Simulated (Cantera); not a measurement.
An isothermal, constant-pressure homogeneous reactor starts with NO : N2 = 1 : 1.5 (molar parts), at 1925 K and 113 Torr. Integrator tolerance rtol = 1e-08.

Cantera simulation using GRI-Mech 3.0 (53 species, 325 reactions); the numbers are that mechanism's predictions, not measurements.

```json
[
 {"quantity": "x(NO) at 6.00 s", "before": "0.191 (gas-phase equilibrium 0.00604)", "after": "0.230 (gas-phase equilibrium 0.00711)"},
 {"quantity": "x(NO2) at 6.00 s", "before": "0.000102 (gas-phase equilibrium 4.44e-6)", "after": "0.000176 (gas-phase equilibrium 6.73e-6)"},
 {"quantity": "x(O2) at 6.00 s", "before": "0.104 (gas-phase equilibrium 0.197)", "after": "0.214 (gas-phase equilibrium 0.326)"},
 {"quantity": "x(O) at 6.00 s", "before": "0.000316 (gas-phase equilibrium 0.000424)", "after": "0.000449 (gas-phase equilibrium 0.000545)"},
 {"quantity": "x(N2) at 6.00 s", "before": "0.705 (gas-phase equilibrium 0.797)", "after": "0.555 (gas-phase equilibrium 0.667)"}
]
```

### Question
Which change was made?
A) temperature 1925 to 1798 K
B) NO 1 to 2.9 parts
C) pressure from 113 Torr to 20.0 Torr
D) NO 1 to 0.78 parts

### Answer
B, NO 1 to 2.9 parts
